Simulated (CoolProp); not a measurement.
Values from CoolProp's reference Helmholtz-energy equation of state, Akasaka 2023.

Q: Give the vapour pressure (kPa), vapour density (kg/m³), liquid cp (kJ/(kg K)) of saturated R1336mzz(E) at -33.15 °C.

A: 
| T (°C) | p (kPa) | vapour density (kg/m³) | liquid cp (kJ/(kg K)) |
|---|---|---|---|
| -33.15 | 13.4 | 1.11 | 1.19 |
